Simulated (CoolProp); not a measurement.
Computed with CoolProp (reference Helmholtz-energy equation of state, Gao 2022).

Give the vapour pressure (MPa), liquid density (kg/m³), enthalpy of vaporisation (kJ/kg), liquid cp (kJ/(kg K)) of saturated n-perfluorobutane at 18.95, 30.35, 41.65 °C.


```json
[
 {"T (°C)": "18.95", "p (MPa)": "0.219", "liquid density (kg/m³)": "1520", "enthalpy of vaporisation (kJ/kg)": "90.4", "liquid cp (kJ/(kg K))": "1.14"},
 {"T (°C)": "30.35", "p (MPa)": "0.316", "liquid density (kg/m³)": "1470", "enthalpy of vaporisation (kJ/kg)": "86.1", "liquid cp (kJ/(kg K))": "1.16"},
 {"T (°C)": "41.65", "p (MPa)": "0.441", "liquid density (kg/m³)": "1430", "enthalpy of vaporisation (kJ/kg)": "81.4", "liquid cp (kJ/(kg K))": "1.18"}
]
```
